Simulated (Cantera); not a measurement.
**Hydrocarbon pyrolysis for carbon deposition**

An isothermal, constant-pressure homogeneous reactor starts with 2.13 % CH4, 97.9 % N2, at 1773 K and 1.00 bar.

Computed with Cantera and GRI-Mech 3.0 (53 species, 325 reactions). GRI-Mech 3.0 stops at C3 and has no aromatics, soot or wall deposition, so with more carbon than oxygen in the feed, carbon stays in small species such as C2H2 where larger ones or solid carbon would form.

```
t (s)        x CH4    x C2H6    x C2H4      x H2    x C2H2     x CH3
--------  --------  --------  --------  --------  --------  --------
4.00e-5     0.0212   1.22e-7   1.19e-7   2.22e-5  5.90e-10   4.43e-5
0.000126    0.0211   2.54e-6   3.85e-6   7.83e-5   6.65e-8  0.000136
0.000400    0.0206   2.83e-5   9.84e-5  0.000432   7.07e-6  0.000371
0.00126     0.0173   8.51e-5   0.00103   0.00405  0.000534  0.000611
0.00400     0.0105   2.57e-5  0.000535    0.0149   0.00456  0.000345
0.0126     0.00499   5.14e-6   8.34e-5    0.0237   0.00781  0.000158
0.0400     0.00185   7.01e-7   1.72e-5    0.0284   0.00946   5.92e-5
0.126     0.000599   7.49e-8   9.59e-6    0.0303    0.0101   1.95e-5
0.400     0.000190   7.68e-9   9.05e-6    0.0309    0.0103   6.22e-6
1.26       6.68e-5   1.03e-9   9.06e-6    0.0311    0.0104   2.19e-6
4.00       3.98e-5  4.26e-10   9.08e-6    0.0311    0.0104   1.30e-6
```
x: mole fraction; the columns are a selection and need not sum to one.

Equilibrium at this temperature and pressure: CH4 1.24e-5, C2H6 4.15e-11, C2H4 8.89e-7, H2 0.0312, C2H2 0.00101, CH3 4.07e-7 (gas phase only).
